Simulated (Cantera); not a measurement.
A closed system holds: 1 mol SiH2Cl2, 0.3 mol C2H4, a varied amount of H2, 0.0089 mol C3H8, equilibrated at 1048 K and 42.0 mbar.

Method: chemical equilibrium by Gibbs-energy minimisation in Cantera with the NASA 1993 tables (ideal gas, pure condensed phases). Candidate condensed phases: C, C6H6, C7H8, C8H18, Si, SiC; 109 gas species. Mutual solubility and eutectic melting of coexisting phases are not modelled. The tables' values for SiCl3 are old estimates; treat these amounts as uncertain. Kinetics and transport are ignored.

x: gas mole fraction; n: condensed amount in mol.

```csv
n(H2) (mol),x H2,x HCl,x SiCl4,x SiHCl3,x SiCl3,n SiC(s),n Si(s)
5.3,0.877,0.0737,0.0429,?,0.000853,0.626,0
13,0.936,0.0396,0.0186,?,0.000711,0.627,0
30,0.967,0.0211,0.00695,?,0.000506,0.627,0
70,0.982,0.0145,0.00190,?,0.000203,0.627,0.0897
160,0.990,0.00936,0.000326,?,5.42e-5,0.626,0.220
390,0.995,0.00474,2.13e-5,?,6.99e-6,0.626,0.324
920,0.998,0.00213,8.56e-7,?,6.29e-7,0.625,0.359
```

**Question.** What belongs in the gaps?

**Answer.** 
- 5.3, x SiHCl3: 0.00523
- 13, x SiHCl3: 0.00450
- 30, x SiHCl3: 0.00325
- 70, x SiHCl3: 0.00132
- 160, x SiHCl3: 0.000353
- 390, x SiHCl3: 4.56e-5
- 920, x SiHCl3: 4.11e-6
